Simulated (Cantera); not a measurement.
## Equilibrium for nitride etching: AlN + Cl2 + H2

Input: 1 mol AlN, 1.2 mol Cl2, 7.9 mol H2.

These are equilibrium values from Cantera (NASA tables, ideal gas, pure condensed phases), not measurements of a reactor. Candidate condensed phases: Al, AlCl3, AlN, NH4Cl; 20 gas species. The tables' values for AlCl2 are old estimates. Rates play no part.

Problem. Map the stable condensed phases over T = 852, 952, 1052, 1152, 1252, 1352, 1452, 1552, 1652 °C and P in Pa = 1, 3.2, 10, 32, 100, 320, 1000, 3200, 10000, 32000, 100000.

Solution. 
```
T in °C \ P in Pa
              1    3.2     10     32    100    320   1000   3200  10000  32000 100000
   1652       A      A      A      A      A      A      A      A      A      A      A
   1552       A      A      A      A      A      A      A      A      A      A      B
   1452       A      A      A      A      A      A      A      A      A      B      B
   1352       A      A      A      A      A      A      A      A      B      B      B
   1252       A      A      A      A      A      A      B      B      B      B      B
   1152       A      A      A      A      B      B      B      B      B      B      B
   1052       A      A      B      B      B      B      B      B      B      B      B
    952       B      B      B      B      B      B      B      B      B      B      B
    852       B      B      B      B      B      B      B      B      B      B      B
```
A: gas only; B: AlN.
